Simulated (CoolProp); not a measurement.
Vapour-liquid equilibrium of R143a (1) + R236FA (2) at 215.7 K; x and y are mole fractions of (1).

Computed with CoolProp (multi-fluid Helmholtz-energy mixture model, Lemmon and Jacobsen 2000 and Pan 2012; pair parameters Bell 2016).

```json
[
 {"x": "0.05", "bubble pressure (MPa)": "0.007042", "y at the bubble point": "0.383", "dew pressure at overall composition x (MPa)": "0.004783", "liquid density (mol/L)": "10.73"},
 {"x": "0.15", "bubble pressure (MPa)": "0.01218", "y at the bubble point": "0.679", "dew pressure at overall composition x (MPa)": "0.005293", "liquid density (mol/L)": "11.04"},
 {"x": "0.25", "bubble pressure (MPa)": "0.01753", "y at the bubble point": "0.803", "dew pressure at overall composition x (MPa)": "0.005925", "liquid density (mol/L)": "11.36"},
 {"x": "0.35", "bubble pressure (MPa)": "0.02305", "y at the bubble point": "0.870", "dew pressure at overall composition x (MPa)": "0.006729", "liquid density (mol/L)": "11.69"},
 {"x": "0.45", "bubble pressure (MPa)": "0.02871", "y at the bubble point": "0.912", "dew pressure at overall composition x (MPa)": "0.007786", "liquid density (mol/L)": "12.03"},
 {"x": "0.55", "bubble pressure (MPa)": "0.03447", "y at the bubble point": "0.940", "dew pressure at overall composition x (MPa)": "0.009238", "liquid density (mol/L)": "12.39"},
 {"x": "0.65", "bubble pressure (MPa)": "0.04030", "y at the bubble point": "0.960", "dew pressure at overall composition x (MPa)": "0.01136", "liquid density (mol/L)": "12.77"},
 {"x": "0.75", "bubble pressure (MPa)": "0.04616", "y at the bubble point": "0.975", "dew pressure at overall composition x (MPa)": "0.01475", "liquid density (mol/L)": "13.16"},
 {"x": "0.85", "bubble pressure (MPa)": "0.05203", "y at the bubble point": "0.987", "dew pressure at overall composition x (MPa)": "0.02105", "liquid density (mol/L)": "13.56"},
 {"x": "0.95", "bubble pressure (MPa)": "0.05789", "y at the bubble point": "0.996", "dew pressure at overall composition x (MPa)": "0.03709", "liquid density (mol/L)": "13.99"}
]
```

No azeotrope shows between x = 0.05 and 0.95.

The pair parameters rest on a limited set of measurements; away from them the model extrapolates.
